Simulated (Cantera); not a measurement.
An adiabatic, constant-pressure homogeneous reactor starts with CH3OH : O2 : N2 = 1 : 0.938 : 6.19 (molar parts), equivalence ratio 1.6, at 1200 K and 7500 Torr. Integrator tolerance rtol = 1e-08.

Cantera simulation using GRI-Mech 3.0 (53 species, 325 reactions); the numbers are that mechanism's predictions, not measurements. GRI-Mech 3.0 was tuned for natural gas; its chemistry of methanol as a main component is partial and can be far from experiment.

Problem. What does this change do: initial temperature 1200 to 1025 K?

Solution. 
| quantity | before | after |
|---|---|---|
| time of steepest temperature rise | 1.53 ms | 49.1 ms |
| temperature at 2.00 s | 2252 K | 2098 K |
| equilibrium temperature | 2252 K | 2098 K |
| x(CH3OH) at 2.00 s | <1e-12 (gas-phase equilibrium <1e-12) | <1e-12 (gas-phase equilibrium <1e-12) |
| x(O2) at 2.00 s | 2.41e-6 (gas-phase equilibrium 2.41e-6) | 3.08e-7 (gas-phase equilibrium 3.08e-7) |
| x(CH2CO) at 2.00 s | <1e-12 (gas-phase equilibrium <1e-12) | <1e-12 (gas-phase equilibrium <1e-12) |
| x(C2H4) at 2.00 s | <1e-12 (gas-phase equilibrium <1e-12) | <1e-12 (gas-phase equilibrium <1e-12) |
| x(H2O) at 2.00 s | 0.164 (gas-phase equilibrium 0.164) | 0.163 (gas-phase equilibrium 0.163) |

Problem. What does this change do: 0.084 parts H2 added?

Solution. 
```json
[
 {"quantity": "time of steepest temperature rise", "before": "1.53 ms", "after": "1.34 ms"},
 {"quantity": "temperature at 2.00 s", "before": "2252 K", "after": "2243 K"},
 {"quantity": "equilibrium temperature", "before": "2252 K", "after": "2243 K"},
 {"quantity": "x(CH3OH) at 2.00 s", "before": "<1e-12 (gas-phase equilibrium <1e-12)", "after": "<1e-12 (gas-phase equilibrium <1e-12)"},
 {"quantity": "x(O2) at 2.00 s", "before": "2.41e-6 (gas-phase equilibrium 2.41e-6)", "after": "1.75e-6 (gas-phase equilibrium 1.75e-6)"},
 {"quantity": "x(CH2CO) at 2.00 s", "before": "<1e-12 (gas-phase equilibrium <1e-12)", "after": "<1e-12 (gas-phase equilibrium <1e-12)"},
 {"quantity": "x(C2H4) at 2.00 s", "before": "<1e-12 (gas-phase equilibrium <1e-12)", "after": "<1e-12 (gas-phase equilibrium <1e-12)"},
 {"quantity": "x(H2O) at 2.00 s", "before": "0.164 (gas-phase equilibrium 0.164)", "after": "0.165 (gas-phase equilibrium 0.165)"}
]
```

Problem. What does this change do: pressure from 7500 Torr to 593 Torr?

Solution. 
```csv
quantity,before,after
time of steepest temperature rise,1.53 ms,12.2 ms
temperature at 2.00 s,2252 K,2240 K
equilibrium temperature,2252 K,2240 K
x(CH3OH) at 2.00 s,<1e-12 (gas-phase equilibrium <1e-12),<1e-12 (gas-phase equilibrium <1e-12)
x(O2) at 2.00 s,2.41e-6 (gas-phase equilibrium 2.41e-6),2.60e-5 (gas-phase equilibrium 2.60e-5)
x(CH2CO) at 2.00 s,<1e-12 (gas-phase equilibrium <1e-12),<1e-12 (gas-phase equilibrium <1e-12)
x(C2H4) at 2.00 s,<1e-12 (gas-phase equilibrium <1e-12),<1e-12 (gas-phase equilibrium <1e-12)
x(H2O) at 2.00 s,0.164 (gas-phase equilibrium 0.164),0.163 (gas-phase equilibrium 0.163)
```
